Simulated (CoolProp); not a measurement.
Properties of water along the isotherm 726.85 °C.

The numbers come from the reference Helmholtz-energy equation of state, Wagner 2002 in CoolProp.

```csv
p (kPa),phase,density (kg/m³),isothermal compressibility (1/MPa),viscosity (µPa s),conductivity (mW/(m K))
12500,gas,27.99,0.08268,38.3,106
25000,supercritical,57.90,0.04270,39.3,118
37500,supercritical,89.79,0.02926,40.6,133
50000,supercritical,123.5,0.02234,42.2,150
62500,supercritical,158.6,0.01796,44.1,170
75000,supercritical,194.4,0.01481,46.1,191
87500,supercritical,230.3,0.01238,48.3,214
100000,supercritical,265.4,0.01040,50.5,238
```

Viscosity comes from a separate model (Huber 2009). Thermal conductivity comes from a separate model (Huber 2012).
